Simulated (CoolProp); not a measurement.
Vapour-liquid equilibrium of n-butane (1) + n-decane (2) at 0.168 MPa; x and y are mole fractions of (1).

Model: multi-fluid Helmholtz-energy mixture model, Bücker 2006 and Lemmon 2006; pair parameters Kunz 2012, in CoolProp.

| x | bubble temperature (K) | y at the bubble point | dew temperature at overall composition x (K) | liquid density (mol/L) |
|---|---|---|---|---|
| 0.05 | 418.1 | 0.727 | 465.9 | 4.537 |
| 0.15 | 359.0 | 0.970 | 461.0 | 5.159 |
| 0.25 | 334.3 | 0.991 | 455.6 | 5.612 |
| 0.35 | 320.5 | 0.996 | 449.7 | 6.036 |
| 0.45 | 311.5 | 0.998 | 443.2 | 6.473 |
| 0.55 | 304.9 | 0.999 | 435.6 | 6.943 |
| 0.65 | 299.7 | 0.999 | 426.6 | 7.464 |
| 0.75 | 295.5 | 1.000 | 415.3 | 8.059 |
| 0.85 | 291.7 | 1.000 | 399.6 | 8.754 |
| 0.95 | 288.4 | 1.000 | 370.5 | 9.591 |

No azeotrope shows between x = 0.05 and 0.95.

The pair parameters rest on a limited set of measurements; away from them the model extrapolates. The gap from Raoult's law changes sign with composition, which may be real or a fault of the pair parameters; it wasn't checked against measurements.
